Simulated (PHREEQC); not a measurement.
Dissolve 0.34 mmol/kgw KOH, 0.26 mmol/kgw KNO3 and 0.3 mmol/kgw CuSO4 at 25 °C. It is in equilibrium with CO2 at log p = 0 (atm). Otherwise closed; pH follows from the charge balance.

The numbers come from PHREEQC with the ion-association model, phreeqc.dat.

No solid was allowed to form.

Problem. Order these Cu species by the share of Cu that they hold, largest first: CuSO4, Cu+2, CuHCO3+, CuCO3.

Solution. Cu+2 (84 %), CuHCO3+ (12 %), CuSO4 (3.4 %), CuCO3 (0.13 %)

The pH is 4.35 and the ionic strength 0.00173 mol/kgw.
